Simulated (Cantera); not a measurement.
Mixture: CH4 : O2 : N2 = 1 : 3.08 : 11.6 (molar parts), equivalence ratio 0.65, at 750 Torr, adiabatic and at constant volume. Ignition delay is the time to a rise of 400 K.

Model: GRI-Mech 3.0 (53 species, 325 reactions), integrated in Cantera.

Q: Predict: delay at 1050 K; delay at 1250 K; delay at 1450 K; delay at 1650 K; delay at 1850 K; apparent activation energy between 1750 and 1950 K.

A: 
```json
{
 "delay at 1050 K": "0.367 s",
 "delay at 1250 K": "17.5 ms",
 "delay at 1450 K": "1.59 ms",
 "delay at 1650 K": "0.277 ms",
 "delay at 1850 K": "77.8 µs",
 "apparent activation energy between 1750 and 1950 K": "160 kJ/mol"
}
```
